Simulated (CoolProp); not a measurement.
Water at 932.2 K and 16.7 MPa is throttled through a valve to 7.56 MPa with no heat exchange. Each further row changes one setting.

Computed with CoolProp (reference Helmholtz-energy equation of state, Wagner 2002).

| case | temperature change (K) | final density (kg/m³) |
|---|---|---|
| as stated | -26.7 | 18.7 |
| outlet pressure 2.27 MPa | -43.7 | 5.59 |
| outlet pressure 9.83 MPa | -19.8 | 24.3 |
